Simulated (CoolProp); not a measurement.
R1336mzz(E) along the isobar 2.36 MPa: Z from the reference equation and from simpler models built on Tc = 403.5 K, pc = 2.779 MPa, ω = 0.413; each cubic takes its own stable root.

Computed with CoolProp (reference Helmholtz-energy equation of state, Akasaka 2023).

| T (K) | phase | reference | van der Waals | Redlich-Kwong | Soave-Redlich-Kwong | Peng-Robinson |
|---|---|---|---|---|---|---|
| 257.7 | liquid | 0.1251 | 0.2172 | 0.1495 | 0.1420 | 0.1259 |
| 264.4 | liquid | 0.1234 | 0.2141 | 0.1478 | 0.1401 | 0.1242 |
| 271.1 | liquid | 0.1219 | 0.2112 | 0.1462 | 0.1384 | 0.1226 |
| 277.8 | liquid | 0.1204 | 0.2087 | 0.1449 | 0.1368 | 0.1212 |
| 284.5 | liquid | 0.1192 | 0.2063 | 0.1437 | 0.1355 | 0.1200 |
| 291.2 | liquid | 0.1180 | 0.2043 | 0.1428 | 0.1344 | 0.1190 |
| 297.9 | liquid | 0.1170 | 0.2025 | 0.1421 | 0.1335 | 0.1181 |
| 304.6 | liquid | 0.1162 | 0.2010 | 0.1416 | 0.1329 | 0.1175 |
| 311.2 | liquid | 0.1155 | 0.1998 | 0.1413 | 0.1324 | 0.1171 |
| 317.9 | liquid | 0.1150 | 0.1989 | 0.1413 | 0.1322 | 0.1168 |
